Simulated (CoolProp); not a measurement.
Values from CoolProp's reference Helmholtz-energy equation of state, Lemmon 2006. It is a short technical equation, of lower accuracy than the large ones.

Problem. For R141b, give the phase and the Joule-Thomson coefficient (K/MPa), isothermal compressibility (1/MPa), expansivity (1/kK), viscosity (µPa s) at 119.25 °C and 13.2 bar; 119.25 °C and 19.7 bar; 119.25 °C and 52.6 bar.

Solution. 
- 119.25 °C and 13.2 bar: liquid; Joule-Thomson coefficient 0.0559, isothermal compressibility 0.00629, expansivity 2.75, viscosity 159
- 119.25 °C and 19.7 bar: liquid; Joule-Thomson coefficient 0.0336, isothermal compressibility 0.00602, expansivity 2.67, viscosity 161
- 119.25 °C and 52.6 bar: liquid; Joule-Thomson coefficient -0.0559, isothermal compressibility 0.00497, expansivity 2.35, viscosity 173

Viscosity comes from a separate model (Huber 2003), an estimate that may be off by 10 % or more.
